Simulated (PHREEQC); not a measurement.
0.023 g of hydrous ferric oxide (600 m²/g; 0.2 weak and 0.005 strong sites per Fe, Dzombak-Morel constants, diffuse double layer) in 1 kg of water with 0.05 mol/kgw of an inert sodium salt, at 25 °C; the pH is set by adding NaOH or the inert anion's acid. Oxygen alone is held at its pressure in air (log pO2 = -0.68). No CO2 enters from the air. Precipitation was switched off in this run.

All values are PHREEQC results (ion-association model, wateq4f.dat), not measurements.

| pH | surface charge σ (C/m²) | surface potential ψ (mV) |
|---|---|---|
| 3 | 0.357 | 169 |
| 3.5 | 0.335 | 166 |
| 4 | 0.294 | 160 |
| 4.5 | 0.238 | 149 |
| 5 | 0.181 | 135 |
| 5.5 | 0.130 | 118 |
| 6 | 0.089 | 99 |
| 6.5 | 0.058 | 78 |
| 7.5 | 0.017 | 31 |
| 8 | 0.003 | 6 |
| 8.5 | -0.010 | -20 |
| 9 | -0.026 | -45 |
| 9.5 | -0.046 | -69 |
| 10 | -0.074 | -90 |
| 10.5 | -0.111 | -110 |
| 11 | -0.158 | -128 |

The oxide is taken as insoluble; below pH 4 it would dissolve.
